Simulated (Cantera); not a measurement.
## Si + N2O + N2 + Cl2 (thermal oxidation and active oxidation of silicon)

Input: 1 mol Si, 0.53 mol N2O, 3.8 mol N2, 0.015 mol Cl2, equilibrated at 1600 Pa.

Cantera equilibrium calculation (NASA polynomials, part measured and part estimated; ideal gas, pure solids and liquids). Candidate condensed phases: Si, SiO2, Si2N2O, Si3N4; 23 gas species. Mutual solubility and eutectic melting of coexisting phases are not modelled. The tables' values for SiCl3 are old estimates; treat these amounts as uncertain. The tables hold silica as quartz up to 1696 K and as liquid above; real silica turns to tridymite and cristobalite and melts near 1996 K. Rates play no part.

```json
[
 {"T (K)": "1023", "x N2": "0.998", "x SiCl4": "0.00195", "x SiCl2": "1.69e-8", "x SiO": "3.34e-12", "x SiCl3": "1.25e-6", "x Cl": "7.32e-8", "n SiO2(β-quartz)": "0.0225", "n Si2N2O(s)": "0.485"},
 {"T (K)": "1073", "x N2": "0.998", "x SiCl4": "0.00194", "x SiCl2": "9.72e-8", "x SiO": "5.44e-11", "x SiCl3": "3.44e-6", "x Cl": "2.29e-7", "n SiO2(β-quartz)": "0.0225", "n Si2N2O(s)": "0.485"},
 {"T (K)": "1123", "x N2": "0.998", "x SiCl4": "0.00194", "x SiCl2": "4.78e-7", "x SiO": "6.88e-10", "x SiCl3": "8.64e-6", "x Cl": "6.46e-7", "n SiO2(β-quartz)": "0.0225", "n Si2N2O(s)": "0.485"},
 {"T (K)": "1173", "x N2": "0.998", "x SiCl4": "0.00193", "x SiCl2": "2.04e-6", "x SiO": "6.98e-9", "x SiCl3": "2.00e-5", "x Cl": "1.67e-6", "n SiO2(β-quartz)": "0.0225", "n Si2N2O(s)": "0.485"},
 {"T (K)": "1223", "x N2": "0.998", "x SiCl4": "0.00191", "x SiCl2": "7.69e-6", "x SiO": "5.84e-8", "x SiCl3": "4.29e-5", "x Cl": "4.00e-6", "n SiO2(β-quartz)": "0.0225", "n Si2N2O(s)": "0.485"},
 {"T (K)": "1273", "x N2": "0.998", "x SiCl4": "0.00187", "x SiCl2": "2.59e-5", "x SiO": "4.12e-7", "x SiCl3": "8.59e-5", "x Cl": "8.91e-6", "n SiO2(β-quartz)": "0.0225", "n Si2N2O(s)": "0.485"},
 {"T (K)": "1323", "x N2": "0.998", "x SiCl4": "0.00178", "x SiCl2": "7.83e-5", "x SiO": "2.50e-6", "x SiCl3": "0.000160", "x Cl": "1.86e-5", "n SiO2(β-quartz)": "0.0226", "n Si2N2O(s)": "0.485"},
 {"T (K)": "1373", "x N2": "0.998", "x SiCl4": "0.00163", "x SiCl2": "0.000213", "x SiO": "1.33e-5", "x SiCl3": "0.000273", "x Cl": "3.63e-5", "n SiO2(β-quartz)": "0.0227", "n Si2N2O(s)": "0.485"},
 {"T (K)": "1423", "x N2": "0.998", "x SiCl4": "0.00136", "x SiCl2": "0.000513", "x SiO": "6.25e-5", "x SiCl3": "0.000420", "x Cl": "6.62e-5", "n SiO2(β-quartz)": "0.0229", "n Si2N2O(s)": "0.484"},
 {"T (K)": "1473", "x N2": "0.997", "x SiCl4": "0.000969", "x SiCl2": "0.00107", "x SiO": "0.000264", "x SiCl3": "0.000550", "x Cl": "0.000111", "n SiO2(β-quartz)": "0.0230", "n Si2N2O(s)": "0.483"},
 {"T (K)": "1523", "x N2": "0.996", "x SiCl4": "0.000540", "x SiCl2": "0.00185", "x SiO": "0.00101", "x SiCl3": "0.000578", "x Cl": "0.000168", "n SiO2(β-quartz)": "0.0225", "n Si2N2O(s)": "0.481"}
]
```
x: gas mole fraction; n: condensed amount in mol.

From 1023 K to 1523 K the condensed part is SiO2(β-quartz) + Si2N2O(s). The main Si-bearing gas is SiCl4 at 1023 K and SiCl2 at 1523 K.
